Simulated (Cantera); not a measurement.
Roasting and sulfation: MgCO₃ + SO₂ + O₂

Charge: 1 mol MgCO₃, 0.056 mol SO₂, 0.099 mol O₂, at 750 Torr.

Method: chemical equilibrium by Gibbs-energy minimisation in Cantera with the NASA 1993 tables (ideal gas, pure condensed phases). Candidate condensed phases: C, Mg, MgCO₃, MgO, MgS, MgSO₄, S; 26 gas species. Mutual solubility and eutectic melting of coexisting phases are not modelled. Equilibrium is a limit: real reactors are often held back by kinetics, nucleation or transport.

```csv
T (K),log p CO₂,log p O₂,log p SO₂,log p SO₃,log p CO,log p O,n MgO(s),n MgSO₄(s)
750,-0.03,-1.18,-11.55,-10.18,<-12,<-12,0.944,0.0560
800,-0.03,-1.18,-9.90,-8.95,<-12,<-12,0.944,0.0560
850,-0.03,-1.18,-8.44,-7.87,<-12,<-12,0.944,0.0560
900,-0.03,-1.18,-7.15,-6.91,-11.30,-11.86,0.944,0.0560
950,-0.03,-1.18,-5.99,-6.06,-10.43,-11.09,0.944,0.0560
1000,-0.03,-1.18,-4.96,-5.29,-9.66,-10.39,0.944,0.0560
1050,-0.03,-1.18,-4.03,-4.60,-8.95,-9.76,0.944,0.0559
1100,-0.03,-1.18,-3.19,-3.98,-8.32,-9.19,0.945,0.0552
1150,-0.03,-1.17,-2.42,-3.41,-7.74,-8.66,0.948,0.0515
1200,-0.04,-1.13,-1.74,-2.90,-7.23,-8.17,0.965,0.0346
1250,-0.06,-1.07,-1.34,-2.63,-6.79,-7.70,1.00,0
```
log p: log10 of the partial pressure in bar; n: condensed amount in mol.

From 750 K to 1200 K the condensed part is MgO(s) + MgSO₄(s). At 1250 K the condensed part is MgO(s).
